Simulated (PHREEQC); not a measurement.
1 kg of water holding 0.066 mol/kgw KCl and 0.011 mol/kgw Na2B4O7 is evaporated at 25 °C; the solids stay in contact with the brine. No CO2 enters from the air. Solids allowed: Halite, Sylvite, Borax, Boric_acid,s, KB5O8:4H2O, K2B4O7:4H2O, NaBO2:4H2O, NaB5O8:5H2O, Teepleite. Others were left out.

Equilibrium calculation in PHREEQC: Pitzer model, pitzer.dat.

| water left (kg) | ionic strength | water activity | Sylvite (mol) | Borax (mol) |
|---|---|---|---|---|
| 1 | 0.0881 | 0.997 | 0 | 0 |
| 0.6756 | 0.131 | 0.995 | 0 | 0 |
| 0.4564 | 0.194 | 0.993 | 0 | 0 |
| 0.2536 | 0.355 | 0.988 | 0 | 0 |
| 0.1715 | 0.531 | 0.983 | 0 | 0 |
| 0.1161 | 0.796 | 0.976 | 0 | 0 |
| 0.06482 | 1.45 | 0.959 | 0 | 0 |
| 0.04407 | 2.16 | 0.942 | 0 | 0 |
| 0.03006 | 3.19 | 0.915 | 0 | 6.92e-5 |
| 0.0203 | 4.45 | 0.878 | 0 | 0.00214 |
| 0.01373 | 5.84 | 0.824 | 0 | 0.00284 |
| 0.00734 | 6.00 | 0.817 | 0.0293 | 0.00647 |
| 0.004733 | 6.00 | 0.817 | 0.0423 | 0.00808 |

Borax from water left = 0.03006 kg (pH 9.12); K2B4O7:4H2O from water left = 0.01669 kg (pH 9.09); Sylvite from water left = 0.01119 kg (pH 9.04).
